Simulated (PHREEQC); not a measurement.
Make-up at 87 °C: 1.4 mmol/kgw H3PO4, 0.087 mmol/kgw K2HPO4 and 0.035 mmol/kgw NaCl. Closed to the air; pH follows from the charge balance.

Model: ion-association model, wateq4f.dat, run in PHREEQC.

This is a speciation only: nothing precipitates in the calculation.

Question: What pH, ionic strength does the model give?

Answer: pH 3.01; ionic strength 0.00122 mol/kgw.

Question: In which forms is P present?

Answer: H2PO4- 80 %, H3PO4 20 % of the P.

Complexes and solids missing from the database can't appear. H3PO4, which wateq4f.dat lacks, is added to it with the constant of phreeqc.dat. Away from 25 °C the constants follow the database's enthalpies or fits; those with neither stay at their 25 °C values.
